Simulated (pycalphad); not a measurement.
Source of the numbers: pycalphad with the COST 507 light-alloy database (1999); pressure 1 atm. The database dates from 1999; later assessments differ in places, in temperatures and in the compounds included. Amounts are mole fractions of atoms.

Give the equilibrium state of Si-69.61Al-13.55Mn (wt.%) at 427 °C.

FCC_A1, fraction 0.464, with 99.63 Al, 0.01 Mn wt.%; ALMNSI_ALPHA, fraction 0.414, with 59.1 Al, 29.9 Mn wt.%; DIAMOND_A4, fraction 0.122, with <0.01 Al, no Mn wt.%.

Give the equilibrium state of Si-69.61Al-13.55Mn (wt.%) at 777 °C.


```
T = 1050.00 K, P = 101325 Pa, N = 1 mol of atoms
G = -52465 J/mol, H = 29743 J/mol, S = 78.29 J/(mol K)  (SER reference)
chemical potentials (J/mol): Si -40706, Al -48614, Mn -121331
phase             fraction      x(Si)      x(Al)      x(Mn)
LIQUID              0.8984     0.1767     0.7692     0.0540
ALMNSI_BETA         0.1016     0.1598     0.6094     0.2308
```

Database names, with the compositions (at.%) that they take in these runs: ALMNSI_BETA: Al 61 Mn 23 Si 16; ALMNSI_ALPHA: Al 70 Mn 17 Si 12. FCC_A1 is fcc; DIAMOND_A4 is diamond (Si). An entry "none" or "no" means that the model of the phase leaves that element out.
